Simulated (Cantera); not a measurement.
A perfectly stirred reactor is fed with 2.79 % CH4, 96.3 % H2, 0.924 % CO2, at 0.0888 atm; it is held at 2175 K, and followed from long to short residence time.

Computed with Cantera and GRI-Mech 3.0 (53 species, 325 reactions). GRI-Mech 3.0 stops at C3 and has no aromatics, soot or wall deposition, so with more carbon than oxygen in the feed, carbon stays in small species such as C2H2 where larger ones or solid carbon would form.

Q: Predict: x(CH4) at τ = 0.470 s; x(H2) at τ = 0.470 s; x(CO2) at τ = 0.470 s; x(OH) at τ = 0.470 s; x(C2H4) at τ = 0.470 s; x(CH4) at τ = 27.0 ms; x(H2) at τ = 27.0 ms; x(CO2) at τ = 27.0 ms; x(OH) at τ = 27.0 ms; x(C2H4) at τ = 27.0 ms.

A: x(CH4) at τ = 0.470 s: 0.000681
x(H2) at τ = 0.470 s: 0.957
x(CO2) at τ = 0.470 s: 1.06e-5
x(OH) at τ = 0.470 s: 2.83e-6
x(C2H4) at τ = 0.470 s: 2.66e-6
x(CH4) at τ = 27.0 ms: 0.00336
x(H2) at τ = 27.0 ms: 0.956
x(CO2) at τ = 27.0 ms: 0.000147
x(OH) at τ = 27.0 ms: 1.10e-5
x(C2H4) at τ = 27.0 ms: 9.73e-6
